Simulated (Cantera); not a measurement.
A Cantera script and what it prints.

```python
import numpy as np
import cantera as ct

gas_names = """
    F ALF3
""".split()
cond_names = """
    AL(cr) AL(L)
""".split()


# ... load() reads the species with a 1 bar reference pressure and builds the phases ...
species = {s.name: s for s in load("nasa_gas.yaml", gas_names) + load("nasa_condensed.yaml", cond_names)}
# Each term lists the table entries of one substance; the one whose range holds T is used.
reactions = {
    'Al + 3 F(g) = AlF3(g)':
        [(-1, ['AL(cr)', 'AL(L)']), (-3, ['F']), (1, ['ALF3'])],
}


def pick(names, T):
    return next(species[n] for n in names if species[n].thermo.min_temp <= T <= species[n].thermo.max_temp)


results = []
for label, terms in reactions.items():
    print(label)
    print("     T/K   dH/kJ  dS/(J/K)   dG/kJ   log10 K")
    for T in [650, 750, 850, 950, 1050, 1150, 1250, 1350, 1450]:
        used = [(nu, pick(names, T)) for nu, names in terms]
        dH = sum(nu * s.thermo.h(T) for nu, s in used) / 1e6
        dS = sum(nu * s.thermo.s(T) for nu, s in used) / 1e3
        dG = dH - T * dS / 1e3
        logK = -dG * 1e6 / (ct.gas_constant * T * np.log(10))
        results.append((label, T, dH, dS, dG, logK, [s.name for _, s in used]))
        print(f"{T:8g} {dH:8.1f} {dS:8.1f} {dG:8.1f} {logK:8.2f}")
```

It prints:

```
Al + 3 F(g) = AlF3(g)
     T/K   dH/kJ  dS/(J/K)   dG/kJ   log10 K
     650  -1455.4   -246.1  -1295.5   104.10
     750  -1457.1   -248.5  -1270.7    88.50
     850  -1458.8   -250.7  -1245.8    76.55
     950  -1471.3   -264.1  -1220.4    67.10
    1050  -1472.9   -265.7  -1193.9    59.39
    1150  -1474.4   -267.1  -1167.3    53.02
    1250  -1475.8   -268.3  -1140.5    47.66
    1350  -1477.2   -269.3  -1113.6    43.09
    1450  -1478.6   -270.3  -1086.6    39.14
```

Source: NASA polynomial tables (part measured, part estimated), evaluated in Cantera. Condensed species are held in their standard states even where they would react or evaporate.
